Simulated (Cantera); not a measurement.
A closed system holds: 1 mol H₂S, 0.096 mol SO₂, equilibrated at 1675 K and 85.0 Pa.

Cantera equilibrium calculation (NASA polynomials, part measured and part estimated; ideal gas, pure solids and liquids). Candidate condensed phases: H₂O, H₂SO₄, S; 19 gas species. Kinetics and transport are ignored.

Base state: H₂ 0.517, S₂ 0.330, H₂O 0.104, H₂S 0.0147, SH 0.0125, SO 0.00784, SO₂ 0.00555, S 0.00495 (mole fractions); condensed: gas only.

Question: What changes in the equilibrium state with this change: pressure from 85.0 Pa to 13.3 mbar?

Answer: 
| species | before | after |
|---|---|---|
| H₂ | 0.517 | 0.481 |
| S₂ | 0.330 | 0.326 |
| H₂O | 0.104 | 0.120 |
| H₂S | 0.0147 | 0.0539 |
| SH | 0.0125 | 0.0119 |
| H | 0.00286 | 0.000697 |
| S | 0.00495 | 0.00124 |
| OH | 2.80e-5 | 8.41e-6 |
| SO | 0.00784 | 0.00243 |

Question: What changes in the equilibrium state with this change: temperature from 1675 K to 750 K?

Answer: 
| species | before | after |
|---|---|---|
| H₂S | 0.0147 | 0.688 |
| H₂O | 0.104 | 0.167 |
| S₂ | 0.330 | 0.132 |
| H₂ | 0.517 | 0.0133 |
| SH | 0.0125 | 1.72e-6 |
| S | 0.00495 | <1e-9 |
| H | 0.00286 | <1e-9 |
Gases not in the tables: S₃ to S₇.
